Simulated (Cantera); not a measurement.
An isothermal, constant-pressure homogeneous reactor starts with NH3 : H2 = 1 : 0.2 (molar parts), at 1623 K and 760 Torr.

Computed with Cantera and the gas-phase N/H chemistry of the illustrative SiF4/NH3 mechanism in the Surface Chemkin manual (1991). Walls and surfaces, which speed up NH3 decomposition in real reactors, are not modelled.

One state of this run: x NH3 = 0.325; x H2 = 0.536; x NH = 2.15e-7; x N2 = 0.139; x NH2 = 4.94e-5. x: mole fraction; the columns are a selection and need not sum to one.

### Question
Which value of t (s) does it belong to?
(A) 5.72
(B) 0.0397
(C) 0.00756
(D) 30.0

### Answer
A, 5.72
